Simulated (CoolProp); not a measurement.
Vapour-liquid equilibrium of sulfur hexafluoride (1) + R113 (2) at -7.45 °C; x and y are mole fractions of (1).

Computed with CoolProp (multi-fluid Helmholtz-energy mixture model, Guder 2009 and Marx 1992; pair parameters Bell 2016).

```json
[
 {"x": "0.05", "bubble pressure (kPa)": "113.0", "y at the bubble point": "0.906", "dew pressure at overall composition x (kPa)": "10.90", "liquid density (mol/L)": "8.855"},
 {"x": "0.2", "bubble pressure (kPa)": "(withheld)", "y at the bubble point": "0.947", "dew pressure at overall composition x (kPa)": "12.95", "liquid density (mol/L)": "9.219"},
 {"x": "0.35", "bubble pressure (kPa)": "240.2", "y at the bubble point": "0.958", "dew pressure at overall composition x (kPa)": "15.95", "liquid density (mol/L)": "9.639"},
 {"x": "0.5", "bubble pressure (kPa)": "321.6", "y at the bubble point": "0.974", "dew pressure at overall composition x (kPa)": "20.76", "liquid density (mol/L)": "10.10"},
 {"x": "0.65", "bubble pressure (kPa)": "(withheld)", "y at the bubble point": "0.988", "dew pressure at overall composition x (kPa)": "29.73", "liquid density (mol/L)": "(withheld)"},
 {"x": "0.8", "bubble pressure (kPa)": "693.0", "y at the bubble point": "0.996", "dew pressure at overall composition x (kPa)": "52.33", "liquid density (mol/L)": "11.00"},
 {"x": "0.95", "bubble pressure (kPa)": "942.6", "y at the bubble point": "1.000", "dew pressure at overall composition x (kPa)": "208.2", "liquid density (mol/L)": "11.14"}
]
```

Q: Some entries are withheld; supply them.

A: 
- 0.2, bubble pressure (kPa): 197.5
- 0.65, bubble pressure (kPa): 469.2
- 0.65, liquid density (mol/L): 10.58

No azeotrope shows between x = 0.05 and 0.95.

Pair parameters are fitted to limited data, so mixtures are less certain than the pure fluids. The gap from Raoult's law changes sign with composition, which may be real or a fault of the pair parameters; it wasn't checked against measurements. With so large a gap from Raoult's law the liquid may split in two, which this calculation doesn't test in full.
